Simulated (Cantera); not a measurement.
**Premixed flame**

A freely propagating, adiabatic, planar premixed flame of 4.33 % CH4, 0.908 % C2H6, 0.779 % C3H8, 17.9 % O2, 67.0 % N2, 9.08 % CO2, equivalence ratio 0.88, unburnt at 325 K and 62000 Pa; mixture-averaged transport, grid criteria slope 0.08 and curve 0.16, no radiation.

Computed with Cantera and GRI-Mech 3.0 (53 species, 325 reactions). Burning velocities carry a grid error of a few per cent, more on coarse grids.

```tsv
z (mm)	T (K)	u (m/s)	x CH4	x C2H6	x C3H8	x O2	x OH	x HCN
-2.73	325	0.265	0.0432	0.00908	0.00778	0.179	<1e-8	<1e-8
-1.82	327	0.266	0.0431	0.00907	0.00778	0.178	<1e-8	<1e-8
-1.37	333	0.272	0.0428	0.00905	0.00777	0.178	<1e-8	<1e-8
-0.912	390	0.320	0.0408	0.00886	0.00768	0.173	<1e-8	<1e-8
-0.456	752	0.626	0.0293	0.00662	0.00584	0.140	5.62e-6	1.03e-7
-0.228	1123	0.945	0.0174	0.00330	0.00236	0.104	7.52e-5	2.47e-7
0	1484	1.26	0.00445	0.000215	6.35e-5	0.0632	0.00115	4.53e-7
0.228	1624	1.37	0.000242	2.50e-7	1.26e-8	0.0424	0.00347	3.10e-7
0.456	1673	1.41	6.54e-6	<1e-8	<1e-8	0.0362	0.00436	9.62e-8
0.912	1733	1.45	<1e-8	<1e-8	<1e-8	0.0322	0.00458	<1e-8
1.82	1800	1.50	<1e-8	<1e-8	<1e-8	0.0291	0.00424	<1e-8
3.65	1862	1.55	<1e-8	<1e-8	<1e-8	0.0262	0.00355	<1e-8
7.29	1908	1.58	<1e-8	<1e-8	<1e-8	0.0239	0.00276	<1e-8
```
x: mole fraction of selected species; z is measured from the peak of heat release.

```yaml
laminar_burning_velocity: 26.5 cm/s
thermal_thickness: 0.912 mm
peak x(OH): 0.00459
peak x(HCN): 4.70e-7
grid_points: 144
```
